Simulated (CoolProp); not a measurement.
Vapour-liquid equilibrium of propylene (1) + R115 (2) at -73.55 °C; x and y are mole fractions of (1).

Model: multi-fluid Helmholtz-energy mixture model, Lemmon 2013 and Lemmon 2016; pair parameters Bell 2016, in CoolProp.

**Question.** Give the bubble pressure and the first vapour's composition at x = 0.15, 0.35, 0.85. Is there an azeotrope?

**Answer.** x = 0.15: 0.02282 MPa, y = 0.394; x = 0.35: 0.02777 MPa, y = 0.582; x = 0.85: 0.02951 MPa, y = 0.785. y crosses x between x = 0.65 and 0.75: the model has an azeotrope there.

The pair parameters rest on a limited set of measurements; away from them the model extrapolates.
